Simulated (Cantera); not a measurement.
**Ignition delay**

Mixture: CH₄ : H₂ : O₂ : N₂ = 1 : 0.24 : 1.25 : 4.69 (molar parts), equivalence ratio 1.7, at 698 Torr, adiabatic and at constant pressure. Ignition delay is the time to a rise of 400 K.

Computed with Cantera and GRI-Mech 3.0 (53 species, 325 reactions).

| T0 (K) | delay (ms) |
|---|---|
| 1275 | 4.57 |
| 1350 | 2.21 |
| 1425 | 1.12 |
| 1500 | 0.598 |
| 1575 | 0.340 |
| 1650 | 0.205 |

```json
{
  "apparent activation energy between 1500 and 1650 K": "150 kJ/mol"
}
```
